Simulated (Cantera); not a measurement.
# Equilibrium for abatement and gas-phase synthesis: HI + H2 + H2O

Feed: 1 mol HI, 3.4 mol H2, 2.9 mol H2O, held at 0.0230 bar.

Equilibrium computed with Cantera from the NASA thermochemical tables; the gas is ideal and each condensed phase is pure. Candidate condensed phases: H2O, I2; 12 gas species. Equilibrium is a limit: real reactors are often held back by kinetics, nucleation or transport.

| T (K) | x H2 | x H2O | x H | x I | x OH | x O | x HI | x O2 |
|---|---|---|---|---|---|---|---|---|
| 1550 | 0.493 | 0.377 | 0.000146 | 0.101 | 3.75e-6 | 9.41e-10 | 0.0287 | 3.33e-10 |
| 1650 | 0.495 | 0.376 | 0.000421 | 0.109 | 1.45e-5 | 1.00e-8 | 0.0207 | 3.46e-9 |
| 1750 | 0.495 | 0.374 | 0.00108 | 0.114 | 4.78e-5 | 8.20e-8 | 0.0152 | 2.76e-8 |
| 1850 | 0.495 | 0.373 | 0.00250 | 0.117 | 0.000139 | 5.36e-7 | 0.0114 | 1.77e-7 |
| 1950 | 0.494 | 0.372 | 0.00531 | 0.120 | 0.000363 | 2.89e-6 | 0.00875 | 9.46e-7 |
| 2050 | 0.491 | 0.370 | 0.0105 | 0.121 | 0.000864 | 1.33e-5 | 0.00682 | 4.30e-6 |
| 2150 | 0.485 | 0.367 | 0.0194 | 0.122 | 0.00189 | 5.33e-5 | 0.00540 | 1.71e-5 |
| 2250 | 0.475 | 0.361 | 0.0337 | 0.122 | 0.00386 | 0.000189 | 0.00431 | 6.04e-5 |
| 2350 | 0.460 | 0.352 | 0.0558 | 0.121 | 0.00736 | 0.000603 | 0.00346 | 0.000192 |
| 2450 | 0.439 | 0.337 | 0.0877 | 0.119 | 0.0132 | 0.00175 | 0.00278 | 0.000553 |
| 2550 | 0.411 | 0.312 | 0.132 | 0.116 | 0.0220 | 0.00460 | 0.00221 | 0.00143 |
| 2650 | 0.376 | 0.274 | 0.190 | 0.110 | 0.0337 | 0.0109 | 0.00173 | 0.00322 |
| 2750 | 0.336 | 0.222 | 0.261 | 0.104 | 0.0465 | 0.0229 | 0.00133 | 0.00610 |
| 2850 | 0.290 | 0.161 | 0.345 | 0.0950 | 0.0564 | 0.0420 | 0.000991 | 0.00933 |
x: gas mole fraction; nothing condenses.

From 1550 K to 2850 K nothing is condensed.
